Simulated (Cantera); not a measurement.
Charge: 1 mol SiH4, 0.012 mol CH4, 250 mol H2, equilibrated at 1250 °C and 0.00880 bar.

Cantera equilibrium calculation (NASA polynomials, part measured and part estimated; ideal gas, pure solids and liquids). Mutual solubility and eutectic melting of coexisting phases are not modelled. The numbers say what is thermodynamically allowed, not how fast it happens.

```
species        before    after
-----------  --------  -------
H2              1.000    0.992
H            0.000247  0.00696
Si            2.06e-6  0.00103
Si2C          3.75e-9  1.60e-5
SiH           5.63e-7  8.91e-5
SiH2          2.01e-6  4.93e-5
Si(s), mol      0.987        0
SiC(s), mol    0.0120  0.00770
Si(l), mol          0    0.683
```
Gas species are given as mole fractions.

Task: What was changed between the two runs?
(A) temperature from 1250 °C to 1477 °C
(B) temperature from 1250 °C to 1602 °C
(C) SiH4 replaced by CH3SiH3
(D) temperature from 1250 °C to 2227 °C

Result: B, temperature from 1250 °C to 1602 °C. Gases not in the tables: Si2H6 and higher silanes
